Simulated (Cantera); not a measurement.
Input (Python, Cantera):

```python
import numpy as np
import cantera as ct

gas = ct.Solution("gri30.yaml")
gas.TPX = 1050, 5200, {'C2H6': 3.9, 'H2': 140}
reactor = ct.IdealGasConstPressureReactor(gas, energy="off", clone=False)
net = ct.ReactorNet([reactor])
net.rtol, net.atol = 1e-08, 1e-18
show = ['C2H6', 'H2', 'CH2', 'CH3', 'CH4']
times = np.geomspace(1e-05, 40, 12)

steps = ct.SolutionArray(gas, extra=["t"])
rows = []
print(f"{'t/s':>10s}{'T/K':>9s}{'P/Pa':>11s}" + "".join(f"{s:>11s}" for s in show))
for t in times:
    while net.time < t:
        t_next = net.step()
        steps.append(gas.state, t=t_next)
    rows.append([np.interp(t, steps.t, y) for y in (steps.T, steps.P, *steps(*show).X.T)])
    print(f"{t:10.3e}{rows[-1][0]:9.1f}{rows[-1][1]:11.4g}" + "".join(f"{x:11.3e}" for x in rows[-1][2:]))
rate = np.gradient(steps.T, steps.t)
print("integrator steps:", len(steps.t))
if steps.T.max() > steps.T[0] + 200:
    print(f"time of steepest temperature rise: {steps.t[rate.argmax()]:.4e} s")
gas.TPX = 1050, 5200, {'C2H6': 3.9, 'H2': 140}
gas.equilibrate("TP")
print(f"equilibrium (TP): T = {gas.T:.1f} K  " + "  ".join(f"{s} {gas[s].X[0]:.3e}" for s in show))
```

Result:

```
       t/s      T/K       P/Pa       C2H6         H2        CH2        CH3        CH4
 1.000e-05   1050.0       5200  2.710e-02  9.729e-01  6.801e-21  1.694e-09  8.134e-11
 3.983e-05   1050.0       5200  2.710e-02  9.729e-01  4.525e-19  5.891e-09  1.178e-09
 1.586e-04   1050.0       5200  2.710e-02  9.729e-01  1.710e-17  1.459e-08  1.357e-08
 6.318e-04   1050.0       5200  2.710e-02  9.729e-01  1.337e-16  1.876e-08  9.345e-08
 2.516e-03   1050.0       5200  2.710e-02  9.729e-01  5.329e-16  1.956e-08  4.336e-07
 1.002e-02   1050.0       5200  2.708e-02  9.729e-01  3.426e-15  3.212e-08  2.178e-06
 3.991e-02   1050.0       5200  2.672e-02  9.729e-01  7.922e-14  1.979e-07  3.127e-05
 1.590e-01   1050.0       5200  2.335e-02  9.727e-01  5.114e-13  6.361e-07  5.843e-04
 6.331e-01   1050.0       5200  1.258e-02  9.719e-01  3.663e-13  4.612e-07  2.722e-03
 2.522e+00   1050.0       5200  2.466e-03  9.708e-01  1.213e-13  2.095e-07  5.288e-03
 1.004e+01   1050.0       5200  1.176e-03  9.699e-01  7.982e-14  1.817e-07  7.293e-03
 4.000e+01   1050.0       5200  9.857e-04  9.672e-01  1.056e-13  2.674e-07  1.259e-02
integrator steps: 726
equilibrium (TP): T = 1050.0 K  C2H6 8.327e-07  H2 9.458e-01  CH2 4.505e-16  CH3 3.552e-08  CH4 5.417e-02
```

Detailed kinetics in Cantera: GRI-Mech 3.0 (53 species, 325 reactions). GRI-Mech 3.0 stops at C3 and has no aromatics, soot or wall deposition, so with more carbon than oxygen in the feed, carbon stays in small species such as C2H2 where larger ones or solid carbon would form.
